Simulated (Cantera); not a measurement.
# Diamond growth

A diamond (100) surface in a fixed gas of H2 with x(CH4) = 0.0061, x(CH3) = 5.4e-05, at 1250 K, 0.200 bar; coverages are run to steady state.

Model: the Harris–Goodwin 1993 mechanism for the reconstructed diamond (100) surface, integrated in Cantera.

```tsv
x(H)	growth (µm/h)	θ c6HH	θ c6H*	θ c6*H	θ c6**	θ c6HM
0.0001	0.183	0.637	0.0282	0.328	0.00458	0.000622
0.0002	0.436	0.550	0.0346	0.403	0.00950	0.000816
0.00038	0.846	0.492	0.0387	0.451	0.0158	0.000973
0.00074	1.51	0.454	0.0412	0.480	0.0228	0.00108
0.0015	2.60	0.430	0.0426	0.496	0.0292	0.00111
0.0028	4.00	0.418	0.0433	0.503	0.0332	0.00103
0.0055	5.96	0.411	0.0438	0.507	0.0360	0.000857
0.011	8.21	0.408	0.0442	0.509	0.0376	0.000622
0.021	10.1	0.406	0.0447	0.510	0.0385	0.000412
```
θ: site fractions in the mechanism's names (c6HH fully hydrogenated, c6H* and c6*H radical sites, c6** diradical, c6HM methylated).
